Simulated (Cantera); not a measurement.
Feed: 1 mol CuO, 0.74 mol C, 0.025 mol CO, held at 6.50 bar.

Method: chemical equilibrium by Gibbs-energy minimisation in Cantera with the NASA 1993 tables (ideal gas, pure condensed phases). Candidate condensed phases: C, Cu, CuO, Cu₂O; 15 gas species. The numbers say what is thermodynamically allowed, not how fast it happens.

log p: log10 of the partial pressure in bar; n: condensed amount in mol.

```
T (°C)  log p CO  log p CO₂  log p Cu  log p Cu₂  n Cu(s)  n Cu(l)
------  --------  ---------  --------  ---------  -------  -------
950         0.63       0.34     -7.64       <-11     1.00        0
1000        0.63       0.34     -7.08       <-11     1.00        0
1050        0.63       0.34     -6.57          …     1.00        0
1100        0.63       0.34     -6.10          …        0     1.00
1150        0.63       0.34     -5.68          …        0     1.00
1200        0.63       0.34     -5.29          …        0    1.000
1250        0.63       0.34     -4.92          …        0    1.000
1300        0.63       0.34     -4.58          …        0    1.000
1350        0.63       0.34     -4.26          …        0    1.000
1400        0.63       0.34     -3.95          …        0    1.000
1450        0.63       0.34     -3.67          …        0    1.000
1500        0.63       0.34     -3.40          …        0    1.000
1550        0.63       0.34     -3.15          …        0    1.000
```

**Question.** Complete the blanks.

**Answer.** 
- 1050, log p Cu₂: -10.56
- 1100, log p Cu₂: -9.90
- 1150, log p Cu₂: -9.32
- 1200, log p Cu₂: -8.77
- 1250, log p Cu₂: -8.26
- 1300, log p Cu₂: -7.79
- 1350, log p Cu₂: -7.35
- 1400, log p Cu₂: -6.93
- 1450, log p Cu₂: -6.54
- 1500, log p Cu₂: -6.17
- 1550, log p Cu₂: -5.83
